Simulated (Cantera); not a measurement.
A closed system holds: 1 mol Mg(OH)₂, 1.2 mol CO₂, held at 0.480 bar.

Cantera equilibrium calculation (NASA polynomials, part measured and part estimated; ideal gas, pure solids and liquids). Candidate condensed phases: C, C₆H₆, C₇H₈, C₈H₁₈, H₂O, Mg, MgCO₃, MgO, Mg(OH)₂; 116 gas species. Kinetics and transport are ignored.

x: gas mole fraction; n: condensed amount in mol.

| T (°C) | x CO₂ | x H₂O | x CO | x O₂ | x OH | x H₂ | x H | n MgO(s) |
|---|---|---|---|---|---|---|---|---|
| 877 | 0.545 | 0.455 | 2.69e-6 | 2.23e-6 | 2.15e-7 | 1.89e-6 | 1.48e-10 | 1.00 |
| 977 | 0.545 | 0.455 | ___ | ___ | ___ | ___ | ___ | 1.00 |
| 1077 | 0.545 | 0.455 | 5.26e-5 | 3.61e-5 | 5.38e-6 | 2.23e-5 | 1.62e-8 | 1.00 |
| 1177 | 0.545 | 0.454 | 0.000169 | 0.000110 | 1.93e-5 | 5.94e-5 | 1.05e-7 | 1.00 |
| 1277 | 0.545 | 0.454 | 0.000468 | 0.000289 | 5.88e-5 | 0.000139 | 5.37e-7 | 1.00 |
| 1377 | 0.544 | 0.454 | 0.00114 | 0.000677 | 0.000156 | 0.000295 | 2.25e-6 | 1.000 |
| 1477 | 0.542 | 0.453 | 0.00249 | 0.00144 | 0.000372 | 0.000575 | 8.05e-6 | 1.000 |
| 1577 | 0.539 | 0.452 | 0.00499 | 0.00281 | 0.000804 | 0.00104 | 2.51e-5 | 1.000 |
| 1677 | 0.533 | 0.449 | ___ | ___ | ___ | ___ | ___ | 1.000 |
| 1777 | 0.524 | 0.445 | 0.0161 | 0.00872 | 0.00297 | 0.00287 | 0.000175 | 1.000 |
| 1877 | 0.510 | 0.439 | 0.0263 | 0.0140 | 0.00519 | 0.00444 | 0.000406 | 1.000 |

**Question.** Complete the blanks.

**Answer.** 
- 977, x CO: 1.34e-5
- 977, x O₂: 9.99e-6
- 977, x OH: 1.22e-6
- 977, x H₂: 7.16e-6
- 977, x H: 1.87e-9
- 1677, x CO: 0.00927
- 1677, x O₂: 0.00511
- 1677, x OH: 0.00160
- 1677, x H₂: 0.00178
- 1677, x H: 6.97e-5
